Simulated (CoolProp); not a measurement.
Properties of CH3F (R41) at several states.

Computed with CoolProp (reference Helmholtz-energy equation of state, Lemmon 2006). It is a short technical equation, of lower accuracy than the large ones.

| T (°C) | p (MPa) | phase | cp (kJ/(kg K)) | speed of sound (m/s) | Joule-Thomson coefficient (K/MPa) | isothermal compressibility (1/MPa) | fugacity coefficient |
|---|---|---|---|---|---|---|---|
| 62.45 | 0.0514 | gas | 1.172 | 321.5 | 12.85 | 19.51 | 0.9972 |
| 34.25 | 0.101 | gas | 1.131 | 308.7 | 16.49 | 9.976 | 0.9925 |
| 24.65 | 0.0309 | gas | 1.105 | 305.4 | 18.14 | 32.45 | 0.9975 |
